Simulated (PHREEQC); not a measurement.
A column of 1 m (40 cells, dispersivity 0.08 m, 300 s a shift, diffusion coefficient 3e-10 m²/s) holds 0.014 eq of the database's cation exchanger X per kg of pore water, first in equilibrium with 0.087 mol/kgw CaCl2, 0.018 mol/kgw ZnCl2, 0.0035 mol/kgw KCl and 1e-05 mol/kgw HCl. It is flushed with 0.0018 mol SrCl2, 0.0074 mol ZnCl2 and 1e-05 mol HCl per kg of water, at 15 °C. Values are for the last cell. No CO2 enters from the air. No solid was allowed to form.

The series has 33 steps of pore volumes, from 0 to 4.013.

All values are PHREEQC results (ion-association model, phreeqc.dat), not measurements.

Question: After how many pore volumes does Sr at the outlet first reach half of its feed value?

Answer: By 2.0 pore volumes.

Species that the database lacks are ignored.
